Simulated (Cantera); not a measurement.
Mixture: C3H8 : O2 : N2 = 1 : 7.81 : 29.4 (molar parts), equivalence ratio 0.64, at 750 Torr, adiabatic and at constant pressure. Ignition delay is the time to a rise of 400 K.

Model: GRI-Mech 3.0 (53 species, 325 reactions), integrated in Cantera. GRI-Mech 3.0 was tuned for natural gas; its chemistry of propane as a main component is partial and can be far from experiment.

**Question.** What does this change do: 0.11 parts H2 added?

**Answer.** 
```csv
quantity,before,after
delay at 1148 K,17.9 ms,15.9 ms
delay at 1248 K,2.32 ms,2.17 ms
delay at 1348 K,0.443 ms,0.425 ms
delay at 1448 K,0.126 ms,0.122 ms
delay at 1548 K,50.0 µs,48.9 µs
apparent activation energy between 1448 and 1548 K,170 kJ/mol,170 kJ/mol
```
